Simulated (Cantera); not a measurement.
Input: 1 mol FeS, 110 mol H₂, at 0.110 bar.

Cantera equilibrium calculation (NASA polynomials, part measured and part estimated; ideal gas, pure solids and liquids). Candidate condensed phases: Fe, FeS, FeS₂, S; 8 gas species. Metal and sulfide melt together well below either melting point, which pure phases cannot show. Mutual solubility and eutectic melting of coexisting phases are not modelled. FeS: taken at fixed stoichiometry. Gases not in the tables: S₃ to S₇. Rates play no part.

### Question
What share of the Fe ends up in condensed phases as a function of T (K), at 1250, 1325, 1400, 1475, 1550, 1625, 1700, 1775, 1850, 1925, 2000, 2075?

### Answer
```
T (K)  Fe condensed (%)              as
-----  ----------------  --------------
1250              100.0  Fe(γ) + FeS(s)
1325              100.0  Fe(γ) + FeS(s)
1400              100.0           Fe(γ)
1475              100.0           Fe(γ)
1550              100.0           Fe(γ)
1625               99.8           Fe(γ)
1700               99.4           Fe(δ)
1775               98.0           Fe(δ)
1850               94.1           Fe(l)
1925               84.8           Fe(l)
2000               63.2           Fe(l)
2075               16.9           Fe(l)
```
